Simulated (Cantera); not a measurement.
# CO + NH3 + N2 + H2 (carbon deposition, reforming and gasification)

A closed system holds: 1 mol CO, 0.043 mol NH3, 2.6 mol N2, a varied amount of H2, equilibrated at 877 °C and 19.0 bar.

Method: chemical equilibrium by Gibbs-energy minimisation in Cantera with the NASA 1993 tables (ideal gas, pure condensed phases). Candidate condensed phases: C, C6H6, C7H8, C8H18, H2O; 136 gas species. Equilibrium is a limit: real reactors are often held back by kinetics, nucleation or transport.

```
n(H2) (mol)  log p H2  log p N2  log p CO  log p CH4  log p H2O  log p CO2  n C(graphite)
-----------  --------  --------  --------  ---------  ---------  ---------  -------------
0.59             0.38      1.09      0.53      -0.87      -0.42      -0.34          0.149
0.97             0.53      1.05      0.49      -0.56      -0.31      -0.43          0.138
1.6              0.68      1.01      0.43      -0.28      -0.22      -0.54         0.0922
2.7              0.81      0.93      0.33      -0.04      -0.15      -0.70              0
4.4              0.93      0.84      0.15       0.03      -0.03      -0.89              0
7.4              1.04      0.70     -0.12       0.04       0.01      -1.22              0
12               1.12      0.54     -0.45      -0.02      -0.03      -1.67              0
20               1.18      0.35     -0.87      -0.14      -0.14      -2.27              0
34               1.22      0.14     -1.33      -0.32      -0.32      -2.95              0
56               1.24     -0.07     -1.78      -0.51      -0.51      -3.60              0
```
log p: log10 of the partial pressure in bar; n: condensed amount in mol.

From 0.59 mol H2 to 1.6 mol H2 the condensed part is C(graphite). From 2.7 mol H2 to 56 mol H2 nothing is condensed. The main C-bearing gas is CO at 0.59 mol H2 and CH4 at 56 mol H2.
